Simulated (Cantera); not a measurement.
Feed: 1 mol SiC, 0.074 mol N2O, 340 mol N2, held at 1323.15 K and 0.00970 bar.

Cantera equilibrium calculation (NASA polynomials, part measured and part estimated; ideal gas, pure solids and liquids). Candidate condensed phases: C, Si, SiC, SiO2, Si2N2O, Si3N4; 34 gas species. Mutual solubility and eutectic melting of coexisting phases are not modelled. Rates play no part.

Base state: N2 1.000, CO 5.85e-5 (mole fractions); condensed: C(graphite) + Si2N2O(s) + Si3N4(s).

**Question.** What changes in the equilibrium state with this change: temperature from 1323.15 K to 1425 K?

**Answer.** 
```tsv
species	before	after
N2	1.000	1.000
CO	5.85e-5	0.000216
C(graphite), mol	0.980	0
Si2N2O(s), mol	0.0541	0
Si3N4(s), mol	0.297	0.0244
SiC(s), mol	0	0.926
```

**Question.** What changes in the equilibrium state with this change: N2O from 0.074 to 2.6 mol?

**Answer.** 
| species | before | after |
|---|---|---|
| N2 | 1.000 | 0.997 |
| CO | 5.85e-5 | 0.00291 |
| C(graphite), mol | 0.980 | 0 |
| Si2N2O(s), mol | 0.0541 | 0.133 |
| Si3N4(s), mol | 0.297 | 0 |
| SiO2(β-quartz), mol | 0 | 0.733 |
The tables hold silica as quartz up to 1696 K and as liquid above; real silica turns to tridymite and cristobalite and melts near 1996 K.
